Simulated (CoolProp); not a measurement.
A closed Brayton cycle with nitrogen: compressor inlet 314.15 K and 1.4 MPa, high pressure 2.63 MPa, turbine inlet 640 K, compressor efficiency 0.8, turbine efficiency 0.9, recuperator effectiveness 0.95 (on enthalpy, no pinch check). Each further row changes one setting.

The numbers come from the reference Helmholtz-energy equation of state, Span 2000 in CoolProp.

| case | thermal efficiency (%) | net work (kJ/kg) | compressor to turbine work | compressor exit (K) | turbine exit (K) |
|---|---|---|---|---|---|
| as stated | 17.3 | 19.0 | 0.81 | 391.8 | 547.6 |
| turbine inlet 590 K | ? | 11.1 | 0.88 | 391.8 | 504.1 |
| compressor inlet 324.15 K | 15.0 | 16.3 | 0.84 | ? | 547.6 |
| high pressure 2.24 MPa | 19.6 | 17.2 | ? | 370.7 | 569.8 |
| recuperator effectiveness 0.5 | 10.3 | 19.0 | 0.81 | 391.8 | 547.6 |

Q: Complete the blanks.

A: 
- turbine inlet 590 K, thermal efficiency (%): 11.2
- compressor inlet 324.15 K, compressor exit (K): 404.2
- high pressure 2.24 MPa, compressor to turbine work: 0.77
